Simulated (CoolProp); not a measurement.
Nitrogen along the isotherm 88.5 K: fugacity coefficient from the reference equation and from simpler models built on Tc = 126.2 K, pc = 33.96 bar, ω = 0.037; each cubic takes its own stable root.

Model: reference Helmholtz-energy equation of state, Span 2000, in CoolProp.

```
p (bar)   phase  reference  Redlich-Kwong  Soave-Redlich-Kwong  Peng-Robinson
-------  ------  ---------  -------------  -------------------  -------------
1.89        gas     0.9481         0.9493               0.9499         0.9473
3.77     liquid     0.7684         0.7383               0.7711         0.7699
5.66     liquid     0.5167         0.4965               0.5186         0.5172
7.55     liquid     0.3911         0.3758               0.3925         0.3911
9.43     liquid     0.3161         0.3038               0.3173         0.3158
11.3     liquid     0.2663         0.2559               0.2673         0.2657
13.2     liquid     0.2301         0.2212               0.2310         0.2294
15.1     liquid     0.2031         0.1952               0.2039         0.2023
17       liquid     0.1821         0.1751               0.1829         0.1812
```
